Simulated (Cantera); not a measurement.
Input (Python, Cantera) and output of one run.

```python
import numpy as np
import cantera as ct

gas_names = """
    H HO2 H2 H2O H2O2 Nb NbO NbO2 O OH O2 O3
""".split()
cond_names = """
    H2O(s) H2O(L) Nb(cr) Nb(L) NbO(s) NbO(L) NbO2(I) NbO2(II) NbO2(III) NbO2(L) Nb2O5(s) Nb2O5(L)
""".split()


def load(file, names, dense=False):
    # The tables refer to 1 bar. Condensed volumes are neglected.
    table = {s.name: s for s in ct.Species.list_from_file(file)}
    out = []
    for n in names:
        d = dict(table[n].input_data)
        d["thermo"] = dict(d["thermo"], **{"reference-pressure": 1e5})
        if dense:
            d["equation-of-state"] = {"model": "constant-volume", "density": "1e6 g/cm^3"}
        out.append(ct.Species.from_dict(d))
    return out


gas = ct.Solution(thermo="ideal-gas", species=load("nasa_gas.yaml", gas_names))
cond = {s.name: ct.Solution(thermo="fixed-stoichiometry", species=[s], name=s.name)
        for s in load("nasa_condensed.yaml", cond_names, dense=True)}
atoms = {
    'Nb': {'Nb': 1},
    'O2': {'O': 2},
    'H2': {'H': 2},
    'H2O': {'H': 2, 'O': 1},
}
top_T = {}  # K; cautious upper limits of use, not melting points


def equilibrate(T, P, feed):
    n = {}
    for name, mol in feed.items():
        for a, k in atoms[name].items():
            n[a] = n.get(a, 0.0) + k * mol
    gas.TPX = T, P, n
    mass = sum(n.values()) * gas.mean_molecular_weight
    gas.equilibrate("TP")
    valid = [c for c in cond.values() if c.min_temp <= T <= top_T.get(c.name, c.max_temp)]
    mix = ct.Mixture([(gas, mass / gas.mean_molecular_weight)] + [(c, 0.0) for c in valid])
    mix.T, mix.P = T, P
    mix.equilibrate("TP", solver="vcs", rtol=1e-11, max_steps=5000)
    return mix


results = []
feed = {'Nb': 1, 'O2': 0.87, 'H2': 3.3, 'H2O': 0.00013}  # mol
P = 1.5  # Pa
for T in [1948, 1998, 2048, 2098, 2148, 2198, 2248, 2298, 2348, 2398]:
    mix = equilibrate(T, P, feed)
    results.append((T, P, feed, dict(zip(mix.species_names, mix.species_moles))))
    x = sorted(zip(gas.X, gas.species_names), reverse=True)
    print(f"T = {T:g} K  P = {P:g} Pa  gas = {mix.phase_moles(0):.4g} mol")
    print("   x: " + "  ".join(f"{s} {v:.3e}" for v, s in x if v > 1e-05))
    print("   condensed (mol): " + ("  ".join(f"{mix.phase(i).name} {mix.phase_moles(i):.4g}"
          for i in range(1, mix.n_phases) if mix.phase_moles(i) > 1e-12) or "none"))
```

Output:

```
T = 1948 K  P = 1.5 Pa  gas = 4.327 mol
   x: H2 6.393e-01  H 2.333e-01  NbO2 1.165e-01  H2O 6.591e-03  NbO 4.052e-03  OH 2.176e-04  O 5.884e-05
   condensed (mol): NbO(s) 0.2721  NbO2(III) 0.2062
T = 1998 K  P = 1.5 Pa  gas = 4.796 mol
   x: H2 5.332e-01  H 3.024e-01  NbO2 1.505e-01  NbO 1.010e-02  H2O 3.564e-03  OH 2.012e-04  O 8.345e-05
   condensed (mol): NbO(s) 0.2299
T = 2048 K  P = 1.5 Pa  gas = 5.151 mol
   x: H2 4.461e-01  H 3.862e-01  NbO2 1.420e-01  NbO 2.402e-02  H2O 1.464e-03  OH 1.380e-04  O 8.625e-05
   condensed (mol): NbO(s) 0.1448
T = 2098 K  P = 1.5 Pa  gas = 5.62 mol
   x: H 4.708e-01  H2 3.511e-01  NbO2 1.315e-01  NbO 4.572e-02  H2O 6.864e-04  OH 1.092e-04  O 1.045e-04
   condensed (mol): Nb(cr) 0.003985
T = 2148 K  P = 1.5 Pa  gas = 5.977 mol
   x: H 5.604e-01  H2 2.712e-01  NbO2 1.228e-01  NbO 4.449e-02  H2O 6.171e-04  O 2.392e-04  OH 1.642e-04
   condensed (mol): none
T = 2198 K  P = 1.5 Pa  gas = 6.338 mol
   x: H 6.417e-01  H2 1.992e-01  NbO2 1.155e-01  NbO 4.232e-02  O 5.422e-04  H2O 5.385e-04  OH 2.414e-04
   condensed (mol): none
T = 2248 K  P = 1.5 Pa  gas = 6.674 mol
   x: H 7.086e-01  H2 1.396e-01  NbO2 1.090e-01  NbO 4.088e-02  O 1.171e-03  H2O 4.394e-04  OH 3.342e-04
   condensed (mol): none
T = 2298 K  P = 1.5 Pa  gas = 6.959 mol
   x: H 7.590e-01  NbO2 1.032e-01  H2 9.419e-02  NbO 4.050e-02  O 2.390e-03  OH 4.343e-04  H2O 3.353e-04
   condensed (mol): none
T = 2348 K  P = 1.5 Pa  gas = 7.186 mol
   x: H 7.936e-01  NbO2 9.766e-02  H2 6.195e-02  NbO 4.149e-02  O 4.564e-03  OH 5.269e-04  H2O 2.392e-04
   condensed (mol): none
T = 2398 K  P = 1.5 Pa  gas = 7.363 mol
   x: H 8.152e-01  NbO2 9.167e-02  NbO 4.413e-02  H2 4.015e-02  O 8.081e-03  OH 5.942e-04  H2O 1.596e-04  O2 1.330e-05  Nb 1.155e-05
   condensed (mol): none
```

These are equilibrium values from Cantera (NASA tables, ideal gas, pure condensed phases), not measurements of a reactor. Mutual solubility and eutectic melting of coexisting phases are not modelled. NbO: taken at fixed stoichiometry. Condensed phases not in the tables: the oxides between NbO2 and Nb2O5, N, O or C dissolved in the metal.
